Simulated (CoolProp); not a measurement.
The fluid at 295 K and 4.38 MPa is throttled through a valve to 0.236 MPa with no heat exchange. The same conditions are run with several fluids, on thermodynamics alone (safety and materials aside).

Computed with CoolProp (reference Helmholtz-energy equation of state of each fluid (fluorine: de Reuck 1990; ethylene: Smukala 2000; methane: Setzmann 1991; oxygen: Schmidt 1985)).

| fluid | temperature change (K) | final density (kg/m³) |
|---|---|---|
| fluorine | ___ | ___ |
| ethylene | -62.7 | 3.53 |
| methane | -19.2 | 1.66 |
| oxygen | -11.3 | ___ |

Task: What belongs in the gaps?

Result: 
- fluorine, temperature change (K): -8.0
- fluorine, final density (kg/m³): 3.76
- oxygen, final density (kg/m³): 3.21
